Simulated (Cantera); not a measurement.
A jet of H₂ : O₂ : N₂ = 0.036 : 0.12 : 0.79 (molar parts), equivalence ratio 0.15 at 300 K and 0.130 bar hits a platinum plate 4.1 cm away at a mass flux of 0.078 kg/m²/s; the plate temperature is set and raised in steps from an oxygen-covered start.

Cantera simulation using Deutschmann's 1995 Pt surface mechanism with GRI-Mech 3.0 gas chemistry; the numbers are that mechanism's predictions, not measurements. Catalytic surfaces can have several steady states; this one follows from the mechanism file's or the stated starting coverage.

x: mole fraction at the wall; θ: surface coverage.

```json
[
 {"plate T (K)": "600", "wall x H₂": "0.00316", "wall x O₂": "0.0892", "wall x H₂O": "0.0681", "wall x OH": "<1e-8", "θ free Pt": "0.0582", "θ O*": "0.932", "θ OH*": "0.00953"},
 {"plate T (K)": "650", "wall x H₂": "0.00315", "wall x O₂": "0.0894", "wall x H₂O": "0.0676", "wall x OH": "<1e-8", "θ free Pt": "0.0611", "θ O*": "0.933", "θ OH*": "0.00638"},
 {"plate T (K)": "700", "wall x H₂": "0.00308", "wall x O₂": "0.0895", "wall x H₂O": "0.0672", "wall x OH": "<1e-8", "θ free Pt": "0.0653", "θ O*": "0.930", "θ OH*": "0.00455"},
 {"plate T (K)": "750", "wall x H₂": "0.00277", "wall x O₂": "0.0893", "wall x H₂O": "0.0674", "wall x OH": "<1e-8", "θ free Pt": "0.0760", "θ O*": "0.920", "θ OH*": "0.00354"},
 {"plate T (K)": "800", "wall x H₂": "0.00217", "wall x O₂": "0.0888", "wall x H₂O": "0.0682", "wall x OH": "<1e-8", "θ free Pt": "0.101", "θ O*": "0.895", "θ OH*": "0.00305"},
 {"plate T (K)": "850", "wall x H₂": "0.00163", "wall x O₂": "0.0883", "wall x H₂O": "0.0688", "wall x OH": "(withheld)", "θ free Pt": "0.143", "θ O*": "0.854", "θ OH*": "0.00276"},
 {"plate T (K)": "900", "wall x H₂": "0.00123", "wall x O₂": "0.0880", "wall x H₂O": "0.0693", "wall x OH": "(withheld)", "θ free Pt": "0.197", "θ O*": "0.800", "θ OH*": "0.00251"},
 {"plate T (K)": "950", "wall x H₂": "0.000977", "wall x O₂": "0.0879", "wall x H₂O": "0.0695", "wall x OH": "(withheld)", "θ free Pt": "0.258", "θ O*": "0.740", "θ OH*": "0.00226"}
]
```

Problem. What belongs in the gaps?

Solution. 
- 850, wall x OH: 1.49e-8
- 900, wall x OH: 4.75e-8
- 950, wall x OH: 1.29e-7
